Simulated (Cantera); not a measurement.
A freely propagating, adiabatic, planar premixed flame of CH4 : C2H6 : O2 : N2 = 1 : 0.078 : 3.07 : 11.5 (molar parts), equivalence ratio 0.74, unburnt at 425 K and 3.00 bar; mixture-averaged transport, grid criteria slope 0.08 and curve 0.16, no radiation.

Detailed kinetics in Cantera: GRI-Mech 3.0 (53 species, 325 reactions). Burning velocities carry a grid error of a few per cent, more on coarse grids.

x: mole fraction of selected species; z is measured from the peak of heat release.

```
z (mm)   T (K)  u (m/s)     x CH4   x C2H6    x O2     x HO2       x H    x CH2O
-------  -----  -------  --------  -------  ------  --------  --------  --------
-0.679     426    0.297    0.0638  0.00498   0.196   1.10e-7     <1e-8   3.29e-7
-0.453     431    0.300    0.0635  0.00498   0.196   7.87e-7     <1e-8   3.02e-6
-0.339     448    0.313    0.0625  0.00495   0.194   3.69e-6     <1e-8   1.74e-5
-0.226       ?    0.381    0.0577  0.00475   0.187         ?     <1e-8         ?
-0.113     943    0.667    0.0383  0.00322   0.152  0.000173   4.06e-6  0.000925
-0.0566   1307    0.929    0.0202  0.00138   0.117  0.000227   8.07e-5   0.00111
0         1657     1.18   0.00384  6.85e-5  0.0792  0.000136  0.000657  0.000407
0.0566    1804     1.28  0.000138  5.91e-8  0.0615   3.20e-5   0.00105   2.65e-5
0.113     1867     1.32         ?    <1e-8  0.0564         ?         ?         ?
0.226     1933     1.36     <1e-8    <1e-8  0.0531   1.04e-5  0.000439     <1e-8
0.453     1979     1.39     <1e-8    <1e-8  0.0515   4.57e-6  0.000126     <1e-8
0.905     2001     1.40     <1e-8    <1e-8  0.0510   2.16e-6   2.84e-5     <1e-8
1.81      2007     1.40     <1e-8    <1e-8  0.0509   1.63e-6   1.20e-5     <1e-8
```

Problem. Some entries are withheld; supply them.

Solution. 
- -0.226, T (K): 544
- -0.226, x HO2: 2.69e-5
- -0.226, x CH2O: 0.000147
- 0.113, x CH4: 3.14e-6
- 0.113, x HO2: 1.88e-5
- 0.113, x H: 0.000871
- 0.113, x CH2O: 7.04e-7
